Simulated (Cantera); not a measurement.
An adiabatic, constant-volume homogeneous reactor starts with CH4 : C2H6 : C3H8 : O2 : N2 = 1 : 0.049 : 0.17 : 1.51 : 16.6 (molar parts), equivalence ratio 2.0, at 1500 K and 5850 Torr.

Computed with Cantera and GRI-Mech 3.0 (53 species, 325 reactions). GRI-Mech 3.0 was tuned for natural gas; its chemistry of propane as a main component is partial and can be far from experiment.

Problem. Predict: time of steepest temperature rise; temperature at 7.00 s; equilibrium temperature; x(NO) at 7.00 s; x(N2O) at 7.00 s.

Solution. 
* **time of steepest temperature rise**: 0.119 ms
* **temperature at 7.00 s**: 2246 K
* **equilibrium temperature**: 2246 K
* **x(NO) at 7.00 s**: 9.90e-6 (gas-phase equilibrium 9.90e-6)
* **x(N2O) at 7.00 s**: 1.96e-9 (gas-phase equilibrium 1.96e-9)
